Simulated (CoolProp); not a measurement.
Vapour-liquid equilibrium of R13 (1) + isobutane (2) at 0.0143 MPa; x and y are mole fractions of (1).

The numbers come from the multi-fluid Helmholtz-energy mixture model, Platzer 1990 and Bücker 2006; pair parameters Bell 2016 in CoolProp. This equation is an older, rougher fit; its heat capacities, sound speeds and derivatives of the liquid may be far off and weren't checked against measurements.

**Question.** Give the bubble temperature and the first vapour's composition at x = 0.5, 0.725, 0.8. Is there an azeotrope?

**Answer.** x = 0.5: 166.5 K, y = 0.991; x = 0.725: 164.4 K, y = 0.995; x = 0.8: 163.8 K, y = 0.996. No azeotrope shows between x = 0.05 and 0.95.

The pair parameters rest on a limited set of measurements; away from them the model extrapolates. With so large a gap from Raoult's law the liquid may split in two, which this calculation doesn't test in full.
